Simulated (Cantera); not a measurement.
What does this Cantera script print?

```python
import numpy as np
import cantera as ct

gas_names = """
    O2 CO
""".split()
cond_names = """
    Ta(cr) TaC(s) Ta2O5(s)
""".split()


# ... load() reads the species with a 1 bar reference pressure and builds the phases ...
species = {s.name: s for s in load("nasa_gas.yaml", gas_names) + load("nasa_condensed.yaml", cond_names)}
T = 1900
g = {n: (s.thermo.h(T) - T * s.thermo.s(T)) / (ct.gas_constant * T * np.log(10)) for n, s in species.items()}
valid = cond_names  # the entries whose range holds T


def stable(la, lb):
    # potentials (over RT ln 10) of the two non-metals from log10 p(O2) and log10 p(CO) in bar
    mu = {}
    mu["O"] = (g["O2"] + la) / 2
    mu["C"] = (g["CO"] + lb - 1 * mu["O"]) / 1
    cost = {}
    for n in valid:
        c = species[n].composition
        cost[n] = (g[n] - sum(c.get(e, 0) * m for e, m in mu.items())) / c["Ta"]
    return min(cost, key=cost.get)


results = []
for lb in [1, 0.4, -0.3, -0.9, -1.6, -2.2, -2.9, -3.5, -4.1, -4.8, -5.4, -6.1, -6.7, -7.4, -8]:
    row = [stable(la, lb) for la in [-23, -21.5, -19.9, -18.4, -16.9, -15.3, -13.8, -12.3, -10.7, -9.2, -7.7, -6.1, -4.6, -3.1, -1.5, 0]]
    results.append(row)
    print(f"{lb:6.1f}  " + " ".join(f"{valid.index(n):x}" for n in row))
print("key: " + ", ".join(f"{i:x} {n}" for i, n in enumerate(valid)))
```

Output:

```
   1.0  1 1 1 1 1 1 1 1 2 2 2 2 2 2 2 2
   0.4  1 1 1 1 1 1 1 1 2 2 2 2 2 2 2 2
  -0.3  1 1 1 1 1 1 1 1 2 2 2 2 2 2 2 2
  -0.9  1 1 1 1 1 1 1 2 2 2 2 2 2 2 2 2
  -1.6  1 1 1 1 1 1 1 2 2 2 2 2 2 2 2 2
  -2.2  1 1 1 1 1 1 1 2 2 2 2 2 2 2 2 2
  -2.9  1 1 1 1 1 1 1 2 2 2 2 2 2 2 2 2
  -3.5  1 1 1 1 1 1 0 2 2 2 2 2 2 2 2 2
  -4.1  1 1 1 1 1 0 0 2 2 2 2 2 2 2 2 2
  -4.8  1 1 1 1 0 0 0 2 2 2 2 2 2 2 2 2
  -5.4  1 1 1 1 0 0 0 2 2 2 2 2 2 2 2 2
  -6.1  1 1 1 0 0 0 0 2 2 2 2 2 2 2 2 2
  -6.7  1 1 0 0 0 0 0 2 2 2 2 2 2 2 2 2
  -7.4  1 0 0 0 0 0 0 2 2 2 2 2 2 2 2 2
  -8.0  0 0 0 0 0 0 0 2 2 2 2 2 2 2 2 2
key: 0 Ta(cr), 1 TaC(s), 2 Ta2O5(s)
```

Standard-state values (1 bar) from the NASA 1993 polynomials, evaluated with Cantera. TaC: taken at fixed stoichiometry. Not in the tables: Ta2C. Part of the grid cannot be reached: there another gas would pass 10 bar, or a non-metal would condense.
